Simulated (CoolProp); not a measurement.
Properties of R125 along the isotherm 500 K (Tc = 339.2 K, pc = 3618 kPa, ω = 0.305).

Values from CoolProp's reference Helmholtz-energy equation of state, Lemmon 2005.

| p (kPa) | phase | isothermal compressibility (1/MPa) | expansivity (1/kK) | viscosity (µPa s) | fugacity coefficient |
|---|---|---|---|---|---|
| 754 | gas | 1.348 | 2.146 | 20.9 | 0.9834 |
| 1510 | gas | ___ | 2.300 | 21.2 | 0.9673 |
| 2260 | gas | 0.4635 | 2.460 | 21.6 | 0.9518 |
| 3020 | gas | 0.3515 | 2.629 | 22.0 | 0.9367 |
| 3770 | supercritical | 0.2848 | 2.801 | 22.5 | 0.9224 |
| 4520 | supercritical | 0.2399 | 2.976 | 23.1 | 0.9086 |
| 5280 | supercritical | 0.2069 | 3.156 | 23.8 | 0.8951 |
| 6030 | supercritical | 0.1821 | 3.330 | ___ | 0.8824 |
| 6780 | supercritical | 0.1623 | 3.499 | 25.3 | 0.8701 |
| 7540 | supercritical | 0.1457 | 3.661 | 26.2 | 0.8583 |
| 8290 | supercritical | 0.1319 | 3.805 | 27.2 | 0.8472 |
| 9050 | supercritical | 0.1197 | 3.934 | 28.3 | ___ |

**Question.** What belongs in the gaps?

**Answer.** 
- 1510, isothermal compressibility (1/MPa): 0.6838
- 6030, viscosity (µPa s): 24.5
- 9050, fugacity coefficient: 0.8366

Viscosity comes from a separate model (Huber 2006).
